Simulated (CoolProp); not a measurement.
Vapour-liquid equilibrium of R125 (1) + R134a (2) at -17.05 °C; x and y are mole fractions of (1).

Computed with CoolProp (multi-fluid Helmholtz-energy mixture model, Lemmon 2005 and Tillner-Roth 1994; pair parameters Lemmon 2004).

### Question
Give the bubble pressure and the first vapour's composition at x = 0.05, 0.8, 0.95. Is there an azeotrope?

### Answer
x = 0.05: 0.1624 MPa, y = 0.115; x = 0.8: 0.3315 MPa, y = 0.898; x = 0.95: 0.3649 MPa, y = 0.976. No azeotrope shows between x = 0.05 and 0.95.

Pair parameters are fitted to limited data, so mixtures are less certain than the pure fluids.
